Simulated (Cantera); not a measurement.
B₂O₃ + NF₃ (oxide etching and cleaning by halides)

Input: 1 mol B₂O₃, a varied amount of NF₃, at 1350 °C and 0.0195 Torr.

These are equilibrium values from Cantera (NASA tables, ideal gas, pure condensed phases), not measurements of a reactor. Candidate condensed phases: B, BN, B₂O₃; 31 gas species. Rates play no part.

```csv
n(NF₃) (mol),log p F,log p BF₃,log p O₂,log p N₂,log p BOF
1.9,-6.75,-4.97,-5.08,-5.25,-6.01
3.3,-4.95,-5.24,-5.37,-5.33,-10.03
4.7,-4.82,-5.43,-5.56,-5.36,-10.57
6,-4.77,-5.55,-5.68,-5.38,-10.85
7.4,-4.74,-5.65,-5.78,-5.39,-11.06
8.8,-4.73,-5.74,-5.87,-5.39,-11.22
10,-4.72,-5.80,-5.93,-5.40,-11.33
```
log p: log10 of the partial pressure in bar; nothing condenses.

From 1.9 mol NF₃ to 10 mol NF₃ nothing is condensed. The main B-bearing gas is BF₃ throughout.
